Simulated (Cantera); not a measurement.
A closed system holds: 1 mol S, 0.31 mol H₂, 0.075 mol O₂, 0.0065 mol SO₂, at 13300 Pa.

These are equilibrium values from Cantera (NASA tables, ideal gas, pure condensed phases), not measurements of a reactor. Candidate condensed phases: H₂O, H₂SO₄, S; 19 gas species. Kinetics and transport are ignored. All values below are at 2150 K.

Base state: S₂ 0.529, H₂ 0.224, H₂O 0.101, SO 0.0371, SH 0.0336, SO₂ 0.0264, H₂S 0.0241, S 0.0158 (mole fractions); condensed: gas only.

### Question
What changes in the equilibrium state with this change: O₂ from 0.075 to 0.38 mol?

### Answer
```tsv
species	before	after
S₂	0.529	0.310
SO₂	0.0264	0.248
H₂O	0.101	0.179
H₂	0.224	0.113
SO	0.0371	0.0995
H₂S	0.0241	0.00930
SH	0.0336	0.0182
S	0.0158	0.0121
O₂	1.05e-6	1.29e-5
O	5.48e-6	1.92e-5
OH	0.000319	0.000795
S₂O	0.00275	0.00564
H	0.00547	0.00389
```
